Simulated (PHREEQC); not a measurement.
1 kg of water holding 0.3 mol/kgw Na2CO3, 0.0055 mol/kgw KCl, 0.24 mol/kgw Na2SO4, 0.015 mol/kgw NaCl and 0.0056 mol/kgw Na2B4O7 is evaporated at 25 °C; the solids stay in contact with the brine. CO2 is held at log p = -3.4 (atm). The run lets Arcanite, Burkeite, Glaserite, Halite, Kalicinite, Mirabilite, Misenite, Nahcolite, Natron, Sylvite, Thenardite, Trona, Borax, Boric_acid,s, KB5O8:4H2O, K2B4O7:4H2O, NaBO2:4H2O, NaB5O8:5H2O, Teepleite precipitate or redissolve, and no other solid.

The series has 17 steps of water left (kg), from 0.9991 to 0.0198.

The numbers come from PHREEQC with the Pitzer model, pitzer.dat.

Question: Which solids form, in which order, and at which step of the series does each first stand?

Answer: Trona from water left = 0.1403 kg (pH 10.00); Mirabilite from water left = 0.1057 kg (pH 9.98); Borax from water left = 0.02093 kg (pH 9.92); Thenardite from water left = 0.0198 kg (pH 9.91).
